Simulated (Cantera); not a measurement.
An adiabatic, constant-volume homogeneous reactor starts with CH₄ : O₂ : N₂ = 1 : 1.67 : 6.27 (molar parts), equivalence ratio 1.2, at 1550 K and 5.00 bar. Integrator tolerance rtol = 1e-08.

Cantera simulation using GRI-Mech 3.0 (53 species, 325 reactions); the numbers are that mechanism's predictions, not measurements. Above 3000 K some thermodynamic fits are extrapolated.

**Question.** What does this change do: initial temperature 1550 to 1025 K?

**Answer.** 
```csv
quantity,before,after
time of steepest temperature rise,0.209 ms,0.128 s
temperature at 0.500 s,3098 K,2912 K
equilibrium temperature,3098 K,2912 K
x(CH₄) at 0.500 s,<1e-12 (gas-phase equilibrium 1.07e-12),1.13e-12 (gas-phase equilibrium 1.34e-12)
x(O₂) at 0.500 s,0.00732 (gas-phase equilibrium 0.00732),0.00297 (gas-phase equilibrium 0.00297)
x(HCO) at 0.500 s,5.92e-7 (gas-phase equilibrium 5.92e-7),3.69e-7 (gas-phase equilibrium 3.69e-7)
x(O) at 0.500 s,0.00412 (gas-phase equilibrium 0.00412),0.00118 (gas-phase equilibrium 0.00118)
x(C₂H₄) at 0.500 s,<1e-12 (gas-phase equilibrium <1e-12),<1e-12 (gas-phase equilibrium <1e-12)
x(C₂H₆) at 0.500 s,<1e-12 (gas-phase equilibrium <1e-12),<1e-12 (gas-phase equilibrium <1e-12)
x(NO) at 0.500 s,0.00912 (gas-phase equilibrium 0.00912),0.00469 (gas-phase equilibrium 0.00469)
```

**Question.** What does this change do: initial temperature 1550 to 1500 K?

**Answer.** 
```
quantity                                                            before                                    after
---------------------------------  ---------------------------------------  ---------------------------------------
time of steepest temperature rise                                 0.209 ms                                 0.340 ms
temperature at 0.500 s                                              3098 K                                   3082 K
equilibrium temperature                                             3098 K                                   3082 K
x(CH₄) at 0.500 s                  <1e-12 (gas-phase equilibrium 1.07e-12)  <1e-12 (gas-phase equilibrium 1.07e-12)
x(O₂) at 0.500 s                   0.00732 (gas-phase equilibrium 0.00732)  0.00689 (gas-phase equilibrium 0.00689)
x(HCO) at 0.500 s                  5.92e-7 (gas-phase equilibrium 5.92e-7)  5.67e-7 (gas-phase equilibrium 5.67e-7)
x(O) at 0.500 s                    0.00412 (gas-phase equilibrium 0.00412)  0.00375 (gas-phase equilibrium 0.00375)
x(C₂H₄) at 0.500 s                   <1e-12 (gas-phase equilibrium <1e-12)    <1e-12 (gas-phase equilibrium <1e-12)
x(C₂H₆) at 0.500 s                   <1e-12 (gas-phase equilibrium <1e-12)    <1e-12 (gas-phase equilibrium <1e-12)
x(NO) at 0.500 s                   0.00912 (gas-phase equilibrium 0.00912)  0.00869 (gas-phase equilibrium 0.00869)
```
